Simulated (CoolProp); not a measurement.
Propyne at several states: Z from the reference equation and from simpler models built on Tc = 402.7 K, pc = 5.658 MPa, ω = 0.204; each cubic takes its own stable root.

Values from CoolProp's reference Helmholtz-energy equation of state, Polt 1992. This equation is an older, rougher fit; its heat capacities, sound speeds and derivatives of the liquid may be far off and weren't checked against measurements.

```csv
T (K),p (MPa),phase,reference,van der Waals,Redlich-Kwong,Soave-Redlich-Kwong,Peng-Robinson
465.1,0.0115,gas,0.9996,0.9996,0.9995,0.9996,0.9995
385.5,1.02,gas,0.9239,0.9372,0.9268,0.9256,0.9185
416.9,0.0773,gas,0.9957,0.9963,0.9958,0.9958,0.9953
325.1,1.42,liquid,0.03715,0.8581,0.8170,0.04149,0.03656
```

At some of these states van der Waals, Redlich-Kwong gives the other phase, because its saturation line lies elsewhere.
